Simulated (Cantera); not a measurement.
An isothermal, constant-pressure homogeneous reactor starts with CH4 : O2 : N2 = 0.026 : 0.032 : 1 (molar parts), at 1000 K and 0.760 bar.

Model: GRI-Mech 3.0 (53 species, 325 reactions), integrated in Cantera. The temperature is held fixed by assumption; the heat of reaction is taken as removed at once.

x: mole fraction; the columns are a selection and need not sum to one.

```csv
t (s),x CH4,x O2,x HCO,x H,x OH,x C2H6,x NO
7.00e-5,0.0246,0.0302,<1e-12,<1e-12,<1e-12,<1e-12,<1e-12
0.000242,0.0246,0.0302,<1e-12,<1e-12,<1e-12,<1e-12,<1e-12
0.000834,0.0246,0.0302,<1e-12,<1e-12,<1e-12,<1e-12,<1e-12
0.00288,0.0246,0.0302,<1e-12,<1e-12,<1e-12,<1e-12,<1e-12
0.00993,0.0246,0.0302,<1e-12,<1e-12,<1e-12,2.25e-12,<1e-12
0.0343,0.0246,0.0302,<1e-12,<1e-12,1.91e-12,1.50e-10,<1e-12
0.118,0.0246,0.0302,<1e-12,5.40e-12,8.44e-12,1.45e-8,<1e-12
0.408,0.0246,0.0302,<1e-12,7.68e-12,1.13e-11,2.06e-7,<1e-12
1.41,0.0246,0.0302,<1e-12,1.49e-11,1.65e-11,1.15e-6,<1e-12
4.86,0.0245,0.0302,1.00e-12,7.01e-11,4.65e-11,8.57e-6,<1e-12
16.8,0.0224,0.0285,2.32e-10,…,4.03e-9,0.000266,<1e-12
57.9,0.00232,6.00e-5,8.92e-12,…,1.21e-10,4.30e-6,2.91e-11
200,0.00231,1.02e-5,1.57e-12,…,2.25e-11,2.45e-6,2.51e-11
```

Problem. Fill in the missing entries.

Solution. 
- 16.8, x H: 1.11e-8
- 57.9, x H: 1.94e-8
- 200, x H: 3.95e-9
